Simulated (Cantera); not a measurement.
**Equilibrium for sublimation and decomposition of ceramics: AlN + C + N₂**

A closed system holds: 1 mol AlN, a varied amount of C, 4.7 mol N₂, held at 2502 °C and 0.000350 bar.

Cantera equilibrium calculation (NASA polynomials, part measured and part estimated; ideal gas, pure solids and liquids). Candidate condensed phases: Al, AlN, C; 16 gas species. Rates play no part.

```
n(C) (mol)  log p N₂  log p Al  log p CN  log p C  log p C₃
----------  --------  --------  --------  -------  --------
0.01           -3.53     -4.25     -6.39    -6.83     -9.22
0.014          -3.53     -4.25     -6.24    -6.68     -8.79
0.02           -3.53     -4.25     -6.09    -6.53     -8.34
0.027          -3.53     -4.25     -5.97    -6.41     -7.96
0.037          -3.54     -4.25     -5.84    -6.28     -7.58
0.051          -3.54     -4.25     -5.72    -6.16     -7.21
0.07           -3.54     -4.25     -5.61    -6.05     -6.87
0.097          -3.54     -4.25     -5.50    -5.94     -6.54
```
log p: log10 of the partial pressure in bar; nothing condenses.

From 0.01 mol C to 0.097 mol C nothing is condensed. The main Al-bearing gas is Al throughout.
